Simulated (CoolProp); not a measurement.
n-hexane along the isotherm 600 K: fugacity coefficient from the reference equation and from simpler models built on Tc = 507.8 K, pc = 3044 kPa, ω = 0.300; each cubic takes its own stable root.

Values from CoolProp's reference Helmholtz-energy equation of state, Thol 2019.

```
p (kPa)  phase  reference
-------  -----  ---------
152        gas     0.9903
304        gas     0.9807
457        gas     0.9711
609        gas     0.9616
761        gas     0.9522
913        gas     0.9428
1070       gas     0.9332
1220       gas     0.9241
1370       gas     0.9150
1520       gas     0.9060
```

**Question.** How far does each simpler model (Redlich-Kwong, Soave-Redlich-Kwong, Peng-Robinson) lie from the reference over these 10 states: mean and median of the absolute difference, and the worst?

**Answer.** 
- Redlich-Kwong: mean 0.4 %, median 0.4 %, worst -0.8 % at 600 K and 1520 kPa
- Soave-Redlich-Kwong: mean 0.3 %, median 0.3 %, worst +0.5 % at 600 K and 1520 kPa
- Peng-Robinson: mean 0.6 %, median 0.6 %, worst -1.0 % at 600 K and 1520 kPa
